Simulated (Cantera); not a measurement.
Si + O2 + H2 (thermal oxidation and active oxidation of silicon)

Charge: 1 mol Si, 0.0013 mol O2, 530 mol H2, equilibrated at 120 Pa.

Equilibrium computed with Cantera from the NASA thermochemical tables; the gas is ideal and each condensed phase is pure. Candidate condensed phases: H2O, Si, SiO2; 18 gas species. Gases not in the tables: Si2H6 and higher silanes. Equilibrium is a limit: real reactors are often held back by kinetics, nucleation or transport.

From 1175 K to 1675 K the condensed part is Si(s). From 1775 K to 2175 K nothing is condensed. The main Si-bearing gas is SiO at 1175 K and Si at 2175 K.

| T (K) | x H2 | x H | x Si | x SiH | x SiH2 | x Si2 | n Si(s) |
|---|---|---|---|---|---|---|---|
| 1175 | 1.000 | 3.54e-6 | 4.46e-10 | 2.73e-10 | 7.10e-9 | <1e-12 | 0.997 |
| 1275 | 1.000 | 2.13e-5 | 1.61e-8 | 5.31e-9 | 4.94e-8 | 3.08e-12 | 0.997 |
| 1375 | 1.000 | 9.89e-5 | 3.42e-7 | 6.67e-8 | 2.58e-7 | 1.65e-10 | 0.997 |
| 1475 | 1.000 | 0.000374 | 4.79e-6 | 5.92e-7 | 1.08e-6 | 5.11e-9 | 0.994 |
| 1575 | 0.999 | 0.00120 | 4.78e-5 | 3.96e-6 | 3.75e-6 | 1.02e-7 | 0.968 |
| 1675 | 0.996 | 0.00335 | 0.000362 | 2.10e-5 | 1.12e-5 | 1.41e-6 | 0.786 |
| 1775 | 0.990 | 0.00831 | 0.00175 | 7.39e-5 | 2.37e-5 | 9.35e-6 | 0 |
| 1875 | 0.979 | 0.0187 | 0.00179 | 5.67e-5 | 1.15e-5 | 3.17e-6 | 0 |
| 1975 | 0.959 | 0.0387 | 0.00179 | 4.37e-5 | 5.86e-6 | 1.16e-6 | 0 |
| 2075 | 0.924 | 0.0739 | 0.00177 | 3.38e-5 | 3.09e-6 | 4.56e-7 | 0 |
| 2175 | 0.867 | 0.131 | 0.00173 | 2.59e-5 | 1.65e-6 | 1.89e-7 | 0 |
x: gas mole fraction; n: condensed amount in mol.
